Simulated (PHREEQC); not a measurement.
Solution (30 °C): 3.2 mmol/kgw NaHS and 0.19 mmol/kgw Ca(HCO3)2. Closed to the air; pH follows from the charge balance.

Equilibrium calculation in PHREEQC: ion-association model, phreeqc.dat.

* **pH**: 8.86
* **ionic strength**: 0.00377 mol/kgw
* **specific conductance**: 434 µS/cm
* **total alkalinity**: 3.58 meq/kg

```
species  molality  activity   log γ
-------  --------  --------  ------
Na+       0.00320   0.00299  -0.029
HS-       0.00317   0.00296  -0.030
HCO3-    0.000357  0.000335  -0.028
Ca+2     0.000186  0.000143  -0.114
H2S       3.12e-5   3.12e-5   0.000
CO3-2     1.61e-5   1.24e-5  -0.114
OH-       1.13e-5   1.06e-5  -0.030
CaCO3     3.32e-6   3.32e-6   0.000
CO2       9.90e-7   9.91e-7   0.000
NaCO3-    9.47e-7   8.86e-7  -0.029
CaHCO3+   6.98e-7   6.54e-7  -0.028
NaHCO3    5.47e-7   5.48e-7   0.000
```

Precipitation was switched off in this run. Complexes and solids missing from the database can't appear.
